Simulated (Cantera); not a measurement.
Charge: 1 mol Zr, 0.81 mol N2O, 150 mol H2, equilibrated at 1350 K and 35.0 mbar.

These are equilibrium values from Cantera (NASA tables, ideal gas, pure condensed phases), not measurements of a reactor. Candidate condensed phases: H2O, Zr, ZrN, ZrO2; 28 gas species. Mutual solubility and eutectic melting of coexisting phases are not modelled. ZrN: taken at fixed stoichiometry. Condensed phases not in the tables: solid solutions among these carbides, nitrides and lower oxides. Kinetics and transport are ignored.

### Question
What is the equilibrium state?

### Answer
* **x(H2)**: 0.997
* **x(N2)**: 0.00340
* **x(H)**: 1.27e-5
* **x(H2O)**: 1.06e-6
* **n(ZrN(s))**: 0.595 mol
* **n(ZrO2(monoclinic))**: 0.405 mol
* **gas amount**: 150.5 mol
* **log10 activity of Zr(β) (absent)**: -7.32
